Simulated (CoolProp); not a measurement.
Saturation properties of hydrogen chloride (Tc = 324.7 K, pc = 8.314 MPa, ω = 0.130).

Values from CoolProp's reference Helmholtz-energy equation of state, Thol 2018.

| T (K) | p (MPa) | liquid density (kg/m³) | vapour density (kg/m³) | liquid cp (kJ/(kg K)) |
|---|---|---|---|---|
| 238.5 | [?] | 1048 | 19.47 | 1.765 |
| 243.4 | 1.087 | 1033 | [?] | 1.788 |
| 248.2 | 1.268 | 1017 | 26.60 | [?] |
| 253.1 | 1.475 | 1001 | 30.94 | 1.843 |
| 257.9 | 1.701 | 984.6 | 35.76 | 1.877 |
| 262.8 | 1.957 | [?] | 41.33 | 1.918 |
| 267.6 | 2.234 | [?] | [?] | 1.966 |
| 272.5 | 2.546 | 930.4 | 54.69 | 2.024 |

Question: Fill in the missing entries.

Answer: 
- 238.5, p (MPa): 0.9231
- 243.4, vapour density (kg/m³): 22.84
- 248.2, liquid cp (kJ/(kg K)): 1.813
- 262.8, liquid density (kg/m³): 967.2
- 267.6, liquid density (kg/m³): 949.4
- 267.6, vapour density (kg/m³): 47.52

It boils at 188.2 K under 1 atm.
